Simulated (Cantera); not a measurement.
## Equilibrium for chemical vapour transport: TiO2 + Cl2 + O2

Input: 1 mol TiO2, 0.28 mol Cl2, 0.048 mol O2, held at 1250 K and 0.100 bar.

Cantera equilibrium calculation (NASA polynomials, part measured and part estimated; ideal gas, pure solids and liquids). Candidate condensed phases: Ti, TiCl2, TiCl3, TiCl4, TiO, TiO2, Ti2O3, Ti3O5, Ti4O7; 15 gas species. The numbers say what is thermodynamically allowed, not how fast it happens.

```json
{
  "x(Cl2)": "0.832",
  "x(O2)": "0.145",
  "x(Cl)": "0.0225",
  "x(TiCl4)": "0.000183",
  "x(ClO)": "9.72e-5",
  "n(TiO2(rutile))": "1.000 mol",
  "gas_amount": "0.3317 mol",
  "log10 activity of TiCl4(l) (absent)": "-6.79",
  "log10 activity of Ti4O7(s) (absent)": "-9.28",
  "log10 activity of Ti3O5(s) (absent)": "-9.47"
}
```
